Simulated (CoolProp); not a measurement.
A single-stage vapour-compression cycle with the fluid: evaporating at 231.15 K (dew point), condensing at 259.15 K (bubble point), superheat 5 K, subcooling 2 K, compressor efficiency 0.7, no pressure losses. The same conditions are run with several fluids, on thermodynamics alone (safety and materials aside).

Computed with CoolProp (reference Helmholtz-energy equation of state of each fluid (chlorine: Thol 2021; R152A: Outcalt 1996; trans-2-butene: Lemmon 2005; fluoroethane (R161): Wu 2012; ethane: Bücker 2006; R115: Lemmon 2016)).

Question: Rank chlorine, R152A, trans-2-butene, fluoroethane (R161), ethane, R115 by cooling COP, highest first.

Answer: trans-2-butene (5.35), R152A (5.27), fluoroethane (R161) (5.24), R115 (5.14), chlorine (5.10), ethane (4.84)

```csv
fluid,pressure ratio,discharge temperature (K),refrigerating effect (kJ/kg),volumetric capacity (kJ/m³)
chlorine,3.23,348.2,269,695
R152A,3.64,299.6,308,450
trans-2-butene,4.00,288.6,394,157
fluoroethane (R161),3.26,302.6,383,793
ethane,2.30,289.4,348,4430
R115,3.09,270.6,105,764
```
